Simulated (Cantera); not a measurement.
Cantera run, input and output.

```python
import numpy as np
import cantera as ct

surf = ct.Interface("diamond.yaml", "diamond_100")
gas, bulk = surf.adjacent["gas"], surf.adjacent["diamond"]
k = surf.kinetics_species_index(bulk.species_names[0])
cover = ["c6HH", "c6H*", "c6*H", "c6**", "c6HM", "c6B"]

rows, drift = [], 0.0
print(f"{'xCH3':>10s}{'um/h':>11s}" + "".join(f"{s:>11s}" for s in cover))
for v in [1e-06, 2.7e-06, 7.2e-06, 1.9e-05, 5.2e-05, 0.00014, 0.00038, 0.001, 0.0027]:
    T, P, xH, xCH3 = 1050, 23000, 0.022, v
    gas.TPX = T, P, {"H": xH, "CH3": xCH3, "CH4": 0.013, "H2": 1 - xH - xCH3 - 0.013}
    surf.TP = bulk.TP = T, P
    surf.coverages = "c6H*:0.1, c6HH:0.9"
    surf.advance_coverages(100.0)
    before = surf.coverages
    surf.advance_coverages(100.0)
    drift = max(drift, np.max(np.abs(surf.coverages - before) / (surf.coverages + 1e-9)))
    rate = surf.net_production_rates[k] * bulk.mean_molecular_weight / bulk.density * 3.6e9
    rows.append([rate, *surf[cover].coverages])
    print(f"{v:10.4g}{rate:11.4e}" + "".join(f"{x:11.3e}" for x in rows[-1][1:]))
```

It prints:

```
      xCH3       um/h       c6HH       c6H*       c6*H       c6**       c6HM        c6B
     1e-06 1.5175e-01  5.523e-01  2.403e-02  4.097e-01  1.391e-02  2.033e-05  4.118e-10
   2.7e-06 4.0970e-01  5.523e-01  2.402e-02  4.097e-01  1.390e-02  5.489e-05  1.112e-09
   7.2e-06 1.0924e+00  5.522e-01  2.402e-02  4.096e-01  1.390e-02  1.464e-04  2.964e-09
   1.9e-05 2.8815e+00  5.520e-01  2.401e-02  4.095e-01  1.389e-02  3.861e-04  7.819e-09
   5.2e-05 7.8773e+00  5.515e-01  2.399e-02  4.091e-01  1.388e-02  1.055e-03  2.138e-08
   0.00014 2.1144e+01  5.501e-01  2.393e-02  4.080e-01  1.383e-02  2.833e-03  5.738e-08
   0.00038 5.6926e+01  5.464e-01  2.376e-02  4.051e-01  1.369e-02  7.627e-03  1.545e-07
     0.001 1.4673e+02  5.371e-01  2.333e-02  3.978e-01  1.335e-02  1.966e-02  3.982e-07
    0.0027 3.7509e+02  5.135e-01  2.224e-02  3.792e-01  1.249e-02  5.028e-02  1.018e-06
```

Detailed kinetics in Cantera: the Harris–Goodwin 1993 mechanism for the reconstructed diamond (100) surface.
